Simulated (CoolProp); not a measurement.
R125 at several states: fugacity coefficient from the reference equation and from simpler models built on Tc = 339.2 K, pc = 3.618 MPa, ω = 0.305; each cubic takes its own stable root.

Model: reference Helmholtz-energy equation of state, Lemmon 2005, in CoolProp.

```tsv
T (K)	p (MPa)	phase	reference	van der Waals	Soave-Redlich-Kwong
190.9	0.0249	liquid	…	…	…
486.2	3.63	supercritical	…	…	…
384.3	0.138	gas	0.9916	0.9917	0.9917
213.7	2.31	liquid	0.02600	…	…
```

### Question
Complete the blanks.

### Answer

- 190.9, reference: 0.5238
- 190.9, van der Waals: 0.9924
- 190.9, Soave-Redlich-Kwong: 0.5199
- 486.2, reference: 0.9156
- 486.2, van der Waals: 0.8856
- 486.2, Soave-Redlich-Kwong: 0.9287
- 213.7, van der Waals: 0.1853
- 213.7, Soave-Redlich-Kwong: 0.02622

At some of these states van der Waals gives the other phase, because its saturation line lies elsewhere.
